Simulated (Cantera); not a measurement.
Input: 1 mol HMDSO, 0.38 mol O₃, equilibrated at 1925 K and 0.100 bar.

Cantera equilibrium calculation (NASA polynomials, part measured and part estimated; ideal gas, pure solids and liquids). Candidate condensed phases: C, C₆H₆, C₇H₈, C₈H₁₈, H₂O, Si, SiC, SiO₂; 123 gas species. The feed counts by its element totals alone. Rates play no part.

Base state: H₂ 0.805, CO 0.190, H 0.00271, SiO 0.00148, C₂H₂ (acetylene) 0.000369, CH₄ 3.39e-5 (mole fractions); condensed: C(graphite) + SiC(s).

Question: What changes in the equilibrium state with this change: temperature from 1925 K to 800 K?

Answer: 
```
species                before  after
-------------------  --------  -----
H₂                      0.805  0.893
CH₄                   3.39e-5  0.107
CO                      0.190  <1e-9
SiO                   0.00148  <1e-9
H                     0.00271  <1e-9
C₂H₂ (acetylene)     0.000369  <1e-9
C(graphite), mol         1.88   4.20
SiC(s), mol              1.98  0.930
SiO₂(α-quartz), mol         0   1.07
```

Question: What changes in the equilibrium state with this change: O₃ from 0.38 to 0.99 mol?

Answer: 
| species | before | after |
|---|---|---|
| H₂ | 0.805 | 0.691 |
| CO | 0.190 | 0.303 |
| H | 0.00271 | 0.00251 |
| SiO | 0.00148 | 0.00236 |
| CH₄ | 3.39e-5 | 2.50e-5 |
| C₂H₂ (acetylene) | 0.000369 | 0.000317 |
| C(graphite), mol | 1.88 | 0.0828 |
| SiC(s), mol | 1.98 | 1.97 |

Question: What changes in the equilibrium state with this change: temperature from 1925 K to 675 K?

Answer: 
```tsv
species	before	after
H₂	0.805	0.553
CH₄	3.39e-5	0.447
CO	0.190	<1e-9
SiO	0.00148	<1e-9
H	0.00271	<1e-9
C₂H₂ (acetylene)	0.000369	<1e-9
C(graphite), mol	1.88	2.29
SiC(s), mol	1.98	0.930
SiO₂(α-quartz), mol	0	1.07
```
